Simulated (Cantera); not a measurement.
Mixture: 7.39 % C₃H₈, 17.6 % O₂, 66.1 % N₂, 8.87 % H₂O, equivalence ratio 2.1, at 0.440 bar, adiabatic and at constant pressure. Ignition delay is the time to a rise of 400 K.

Detailed kinetics in Cantera: GRI-Mech 3.0 (53 species, 325 reactions). GRI-Mech 3.0 was tuned for natural gas; its chemistry of propane as a main component is partial and can be far from experiment.

Problem. Predict: delay at 1300 K; delay at 1400 K; delay at 1500 K; delay at 1600 K; delay at 1700 K; delay at 1800 K; delay at 1900 K; apparent activation energy between 1700 and 1900 K.

Solution. 
```json
{
 "delay at 1300 K": "1.92 ms",
 "delay at 1400 K": "0.495 ms",
 "delay at 1500 K": "0.181 ms",
 "delay at 1600 K": "86.3 µs",
 "delay at 1700 K": "49.8 µs",
 "delay at 1800 K": "32.6 µs",
 "delay at 1900 K": "23.3 µs",
 "apparent activation energy between 1700 and 1900 K": "100 kJ/mol"
}
```
